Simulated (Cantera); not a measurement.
## Thermodynamics of roasting and sulfation, feed MgO + SO2 + H2O

Input: 1 mol MgO, 4.7 mol SO2, 1.8 mol H2O, at 1.00 bar.

Cantera equilibrium calculation (NASA polynomials, part measured and part estimated; ideal gas, pure solids and liquids). Candidate condensed phases: H2O, H2SO4, Mg, MgO, Mg(OH)2, MgS, MgSO4, S; 26 gas species. Gases not in the tables: S3 to S7. The numbers say what is thermodynamically allowed, not how fast it happens.

```csv
T (K),log p SO2,log p H2O,log p S2,log p H2S,n MgSO4(s),n MgO(s)
775,-0.20,-0.49,-1.60,-1.62,1.00,0
850,-0.18,-0.52,-1.77,-1.93,0.627,0.373
925,-0.14,-0.56,-5.48,-4.89,0.000557,0.999
1000,-0.14,-0.56,-8.79,-7.47,0,1.000
1075,-0.14,-0.56,-8.93,-7.65,0,1.00
1150,-0.14,-0.56,-8.86,-7.67,0,1.00
1225,-0.14,-0.56,-8.80,-7.70,0,1.00
1300,-0.14,-0.56,-8.76,-7.72,0,1.00
1375,-0.14,-0.56,-8.70,-7.72,0,1.00
1450,-0.14,-0.56,-8.60,-7.68,0,1.00
1525,-0.14,-0.56,-8.39,-7.57,0,1.00
1600,-0.14,-0.56,-8.08,-7.37,0,1.000
1675,-0.14,-0.56,-7.71,-7.12,0,1.000
1750,-0.14,-0.56,-7.31,-6.85,0,1.000
```
log p: log10 of the partial pressure in bar; n: condensed amount in mol.

At 775 K the condensed part is MgSO4(s). From 850 K to 925 K the condensed part is MgO(s) + MgSO4(s). From 1000 K to 1750 K the condensed part is MgO(s).
